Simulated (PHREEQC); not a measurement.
Solution (10 °C): 0.011 mol/kgw Na2SiO3. Closed to the air; pH follows from the charge balance.

Equilibrium calculation in PHREEQC: ion-association model, phreeqc.dat.

No solid was allowed to form.

Order these Si species by the share of Si that they hold, largest first: H3SiO4-, H4SiO4, H2SiO4-2.

H3SiO4- (90 %), H2SiO4-2 (9.3 %), H4SiO4 (0.32 %)

The pH is 12.47 and the ionic strength 0.0230 mol/kgw. At this temperature some constants are extrapolated from 25 °C, and those without enthalpy data are left unchanged.
